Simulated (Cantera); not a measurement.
A closed system holds: 1 mol CH₃OH, 0.05 mol O₂, 1.2 mol H₂, equilibrated at 18000 Pa.

Points: T (K) = 675, 700, 725, 750, 775, 800, 825, 850, 875, 900, 925, 950, 975, 1000.

Cantera's Mixture.equilibrate('TP', solver="vcs", rtol=1e-11, max_steps=5000) on the NASA tables stopped like this:

```
ed (mol): C(gr) 0.1417
T = 725 K  P = 18000 Pa  gas = 2.839 mol
   x: H2 4.699e-01  H2O 2.495e-01  CH4 2.039e-01  CO2 6.134e-02  CO 1.535e-02
   condensed (mol): C(gr) 0.2033
T = 750 K  P = 18000 Pa  gas = 2.979 mol
   x: H2 5.314e-01  H2O 2.182e-01  CH4 1.623e-01  CO2 6.301e-02  CO 2.508e-02
   condensed (mol): C(gr) 0.254
T = 775 K  P = 18000 Pa  gas = 3.126 mol
   x: H2 5.851e-01  H2O 1.865e-01  CH4 1.261e-01  CO2 6.310e-02  CO 3.922e-02
   condensed (mol): C(gr) 0.2861
T = 800 K  P = 18000 Pa  gas = 3.277 mol
   x: H2 6.294e-01  H2O 1.552e-01  CH4 9.586e-02  CO2 6.093e-02  CO 5.855e-02
   condensed (mol): C(gr) 0.2942
ERROR: FAILURE its = 5001!

*******************************************************************************
CanteraError thrown by MultiPhase::equilibrate:
VCS solver failed. Return code: -1
*******************************************************************************
```

Question: What got this run through?

Answer: One answer among several that fit: The failure is numerical, not chemical. The same input converged with solver="gibbs", rtol=1e-10, max_steps=50000, and the result passed a check of the equilibrium conditions:
```
T = 675 K  P = 18000 Pa  gas = 2.591 mol
   x: H2 3.355e-01  H2O 3.083e-01  CH4 2.956e-01  CO2 5.560e-02  CO 5.046e-03
   condensed (mol): C(gr) 0.07685
T = 700 K  P = 18000 Pa  gas = 2.709 mol
   x: H2 4.034e-01  H2O 2.797e-01  CH4 2.492e-01  CO2 5.872e-02  CO 8.995e-03
   condensed (mol): C(gr) 0.1417
T = 725 K  P = 18000 Pa  gas = 2.839 mol
   x: H2 4.699e-01  H2O 2.495e-01  CH4 2.039e-01  CO2 6.134e-02  CO 1.535e-02
   condensed (mol): C(gr) 0.2033
T = 750 K  P = 18000 Pa  gas = 2.979 mol
   x: H2 5.314e-01  H2O 2.182e-01  CH4 1.623e-01  CO2 6.301e-02  CO 2.508e-02
   condensed (mol): C(gr) 0.254
T = 775 K  P = 18000 Pa  gas = 3.126 mol
   x: H2 5.851e-01  H2O 1.865e-01  CH4 1.261e-01  CO2 6.310e-02  CO 3.922e-02
   condensed (mol): C(gr) 0.2861
T = 800 K  P = 18000 Pa  gas = 3.277 mol
   x: H2 6.294e-01  H2O 1.552e-01  CH4 9.586e-02  CO2 6.093e-02  CO 5.855e-02
   condensed (mol): C(gr) 0.2942
T = 825 K  P = 18000 Pa  gas = 3.431 mol
   x: H2 6.637e-01  H2O 1.253e-01  CO 8.314e-02  CH4 7.174e-02  CO2 5.605e-02
   condensed (mol): C(gr) 0.2762
T = 850 K  P = 18000 Pa  gas = 3.585 mol
   x: H2 6.886e-01  CO 1.119e-01  H2O 9.784e-02  CH4 5.310e-02  CO2 4.855e-02
   condensed (mol): C(gr) 0.2344
T = 875 K  P = 18000 Pa  gas = 3.732 mol
   x: H2 7.054e-01  CO 1.424e-01  H2O 7.373e-02  CO2 3.928e-02  CH4 3.911e-02
   condensed (mol): C(gr) 0.1758
T = 900 K  P = 18000 Pa  gas = 3.866 mol
   x: H2 7.163e-01  CO 1.716e-01  H2O 5.371e-02  CO2 2.960e-02  CH4 2.882e-02
   condensed (mol): C(gr) 0.1107
T = 925 K  P = 18000 Pa  gas = 3.98 mol
   x: H2 7.232e-01  CO 1.965e-01  H2O 3.803e-02  CH4 2.136e-02  CO2 2.090e-02
   condensed (mol): C(gr) 0.04953
T = 950 K  P = 18000 Pa  gas = 4.07 mol
   x: H2 7.279e-01  CO 2.157e-01  H2O 2.646e-02  CH4 1.594e-02  CO2 1.405e-02
   condensed (mol): none
T = 975 K  P = 18000 Pa  gas = 4.122 mol
   x: H2 7.347e-01  CO 2.221e-01  H2O 2.274e-02  CO2 1.099e-02  CH4 9.474e-03
   condensed (mol): none
T = 1000 K  P = 18000 Pa  gas = 4.155 mol
   x: H2 7.388e-01  CO 2.262e-01  H2O 2.050e-02  CO2 9.010e-03  CH4 5.442e-03
   condensed (mol): none
```

The gas is ideal and each condensed phase is pure.
